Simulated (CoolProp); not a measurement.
Saturation properties of propylene glycol.

Model: reference Helmholtz-energy equation of state, Eisenbach 2021, in CoolProp.

| T (°C) | p (MPa) | liquid density (kg/m³) | vapour density (kg/m³) | enthalpy of vaporisation (kJ/kg) | liquid cp (kJ/(kg K)) |
|---|---|---|---|---|---|
| 190.75 | [?] | 889.5 | 2.217 | 696.7 | 3.389 |
| 204.75 | 0.1657 | 874.9 | 3.268 | 681.4 | 3.465 |
| 218.85 | 0.2433 | [?] | 4.708 | 665.3 | [?] |
| 232.85 | 0.3474 | 843.7 | 6.615 | 648.5 | [?] |
| 246.85 | 0.4849 | 827.0 | 9.117 | 630.7 | 3.707 |
| 260.85 | 0.6631 | 809.3 | 12.36 | 611.7 | 3.796 |
| 274.95 | 0.8921 | 790.5 | 16.55 | 591.1 | 3.893 |
| 288.95 | 1.178 | 770.6 | 21.85 | 568.7 | [?] |
| 302.95 | 1.533 | 749.2 | 28.60 | 544.1 | 4.122 |
| 316.95 | 1.969 | 726.1 | 37.19 | 516.7 | 4.269 |
| 331.05 | 2.503 | 700.4 | 48.29 | 485.4 | 4.458 |
| 345.05 | 3.144 | [?] | 62.65 | 449.2 | 4.716 |

Q: Some entries are withheld; supply them.

A: 
- 190.75, p (MPa): 0.1100
- 218.85, liquid density (kg/m³): 859.6
- 218.85, liquid cp (kJ/(kg K)): 3.543
- 232.85, liquid cp (kJ/(kg K)): 3.623
- 288.95, liquid cp (kJ/(kg K)): 3.999
- 345.05, liquid density (kg/m³): 671.6

It boils at 188.1 °C under 1 atm.
